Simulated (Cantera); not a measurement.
Feed: 1 mol Zr, a varied amount of H₂O, equilibrated at 1725 °C and 10.0 mbar.

These are equilibrium values from Cantera (NASA tables, ideal gas, pure condensed phases), not measurements of a reactor. Candidate condensed phases: H₂O, Zr, ZrO₂; 12 gas species. The numbers say what is thermodynamically allowed, not how fast it happens.

**Question.** At 8.9 mol H₂O, list the 5 most abundant gas species with their mole fractions, and the condensed phases.

**Answer.** H₂O 0.768, H₂ 0.221, H 0.00755, OH 0.00261, O₂ 9.75e-5. Condensed: ZrO₂(tetragonal).
